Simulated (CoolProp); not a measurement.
Vapour-liquid equilibrium of benzene (1) + p-xylene (2) at 237 kPa; x and y are mole fractions of (1).

The numbers come from the multi-fluid Helmholtz-energy mixture model, Thol 2012 and Zhou 2012; pair parameters Bell 2016 in CoolProp.

| x | bubble temperature, mixture model (°C) | bubble temperature, Raoult's law (°C) | y, mixture model | y, Raoult's law |
|---|---|---|---|---|
| 0.05 | 167.9 | 167.1 | 0.149 | 0.172 |
| 0.2 | 153.6 | 152.1 | 0.477 | 0.513 |
| 0.35 | 141.8 | 140.5 | 0.680 | 0.705 |
| 0.5 | 132.2 | 131.3 | 0.808 | 0.823 |
| 0.65 | 124.4 | 123.8 | 0.891 | 0.900 |
| 0.8 | 117.8 | 117.5 | 0.948 | 0.953 |
| 0.95 | 112.2 | 112.1 | 0.989 | 0.990 |

The largest gap from Raoult's law is +1.5 K in bubble temperature, at x = 0.2. No azeotrope shows between x = 0.05 and 0.95.

The pair parameters rest on a limited set of measurements; away from them the model extrapolates.
